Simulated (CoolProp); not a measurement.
Vapour-liquid equilibrium of R13 (1) + isobutane (2) at 237.7 K; x and y are mole fractions of (1).

Computed with CoolProp (multi-fluid Helmholtz-energy mixture model, Platzer 1990 and Bücker 2006; pair parameters Bell 2016). This equation is an older, rougher fit; its heat capacities, sound speeds and derivatives of the liquid may be far off and weren't checked against measurements.

| x | bubble pressure, mixture model (bar) | bubble pressure, Raoult's law (bar) | y, mixture model | y, Raoult's law |
|---|---|---|---|---|
| 0.05 | 0.9347 | 0.6940 | [?] | 0.507 |
| 0.2 | [?] | 1.696 | 0.862 | 0.830 |
| 0.35 | 3.415 | 2.698 | 0.914 | 0.913 |
| 0.5 | 4.258 | 3.700 | [?] | 0.951 |
| 0.65 | [?] | 4.702 | [?] | 0.973 |
| 0.8 | 5.785 | 5.704 | [?] | 0.987 |
| 0.95 | [?] | 6.706 | 0.993 | 0.997 |

**Question.** Fill in the missing entries.

**Answer.** 
- 0.05, y, mixture model: 0.623
- 0.2, bubble pressure, mixture model (bar): 2.353
- 0.5, y, mixture model: 0.939
- 0.65, bubble pressure, mixture model (bar): 5.010
- 0.65, y, mixture model: 0.957
- 0.8, y, mixture model: 0.974
- 0.95, bubble pressure, mixture model (bar): 6.690

The largest gap from Raoult's law is +38.7 % in bubble pressure, at x = 0.2. No azeotrope shows between x = 0.05 and 0.95.

Pair parameters are fitted to limited data, so mixtures are less certain than the pure fluids.
